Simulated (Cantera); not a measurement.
Input: 1 mol Si3N4, 0.48 mol H2, equilibrated at 0.0135 Torr.

Cantera equilibrium calculation (NASA polynomials, part measured and part estimated; ideal gas, pure solids and liquids). Candidate condensed phases: Si, Si3N4; 18 gas species. The tables' values for SiN are old estimates; treat these amounts as uncertain. Kinetics and transport are ignored. All values below are at 2200 °C.

Base state: Si 0.504, N2 0.336, H 0.159, H2 0.000920, SiN 0.000130, N 3.10e-5, Si2 3.02e-5, SiH 1.78e-5 (mole fractions); condensed: gas only.

### Question
What changes in the equilibrium state with this change: Si3N4 replaced by TiC?

### Answer
```json
[
 {"species": "H", "before": "0.159", "after": "0.877"},
 {"species": "Ti", "before": "0", "after": "0.0678"},
 {"species": "H2", "before": "0.000920", "after": "0.0279"},
 {"species": "Si", "before": "0.504", "after": "0"},
 {"species": "N2", "before": "0.336", "after": "0"},
 {"species": "C3", "before": "0", "after": "0.0181"},
 {"species": "C", "before": "0", "after": "0.00635"},
 {"species": "C2", "before": "0", "after": "0.00166"},
 {"species": "C2H", "before": "0", "after": "0.000573"},
 {"species": "C2H2 (acetylene)", "before": "0", "after": "0.000269"},
 {"species": "SiN", "before": "0.000130", "after": "0"},
 {"species": "C(graphite), mol", "before": "0", "after": "0.00209"},
 {"species": "TiC(s), mol", "before": "0", "after": "0.930"}
]
```
TiC: taken at fixed stoichiometry. Further candidate phases: C, C6H6, C7H8, C8H18, Ti, TiC.
